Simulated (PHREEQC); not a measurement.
A solution holds 0.13 mol HF, 0.073 mol (CH3)4NF and 6.2e-05 mol H2SO4 per kg of water, at 25 °C. Closed to the air; pH follows from the charge balance.

Model: ion-association model, phreeqc.dat, run in PHREEQC.

```yaml
pH: 2.76
ionic_strength: 0.0751 mol/kgw
total_alkalinity: -130 meq/kg
```

| species | molality | activity | log γ |
|---|---|---|---|
| HF | 0.106 | 0.108 | 0.008 |
| (CH3)4N+ | 0.0730 | 0.0576 | -0.103 |
| F- | 0.0532 | 0.0417 | -0.106 |
| HF2- | 0.0217 | 0.0173 | -0.098 |
| H+ | 0.00207 | 0.00173 | -0.077 |
| SO4-2 | 5.71e-5 | 2.33e-5 | -0.389 |
| HSO4- | 4.92e-6 | 3.92e-6 | -0.098 |

This is a speciation only: nothing precipitates in the calculation. (CH3)4N+ isn't in the database: it is added as a free cation with an ion size of 4 Å.
